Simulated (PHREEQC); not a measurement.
Synthetic water in mmol/kgw, 45 °C, pH 8.23, pe 8.1: Na 0.729; K 0.0342; Ca 0.08; Mg 0.0402; Cl 0.536; S(6) 0.0757; Alkalinity (meq/kgw) 0.34; F 0.0139; Zn 0.0315; Si 0.0213.

Valence states are taken as typed.

Computed with PHREEQC (ion-association model, phreeqc.dat).

```json
{
  "ionic_strength": "0.00122 mol/kgw",
  "specific_conductance": "176 µS/cm",
  "charge_balance_error": "1.2 %"
}
```

```csv
species,molality,activity,log γ
Na+,0.000728,0.000700,-0.018
Cl-,0.000536,0.000514,-0.018
HCO3-,0.000292,0.000280,-0.017
Ca+2,7.83e-5,6.66e-5,-0.070
SO4-2,7.36e-5,6.26e-5,-0.070
Mg+2,3.90e-5,3.32e-5,-0.069
```

This is a speciation only: nothing precipitates in the calculation. Constants without temperature data keep their 25 °C values here. SiF6-2 is the database's only silicon fluoride. The database's zinc carbonate complexes are estimates, stronger than later reviews accept.
